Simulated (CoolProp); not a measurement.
Vapour-liquid equilibrium of carbon dioxide (1) + carbonyl sulfide (2) at 244.5 K; x and y are mole fractions of (1).

Model: multi-fluid Helmholtz-energy mixture model, Span 1996 and Lemmon 2006; pair parameters Bell 2016, in CoolProp.

```csv
x,bubble pressure (kPa),y at the bubble point,dew pressure at overall composition x (kPa),liquid density (mol/L)
0.05,365.1,0.334,261.7,18.97
0.15,562.8,0.593,290.8,19.40
0.25,722.7,0.704,327.0,19.85
0.35,854.2,0.768,373.1,20.31
0.45,965.8,0.812,433.8,20.79
0.55,1065,0.847,516.9,21.31
0.65,1158,0.878,636.1,21.87
0.75,1250,0.909,814.6,22.48
0.85,1344,0.942,1075,23.15
0.95,1442,0.979,1366,23.90
```

No azeotrope shows between x = 0.05 and 0.95.

The pair parameters rest on a limited set of measurements; away from them the model extrapolates.
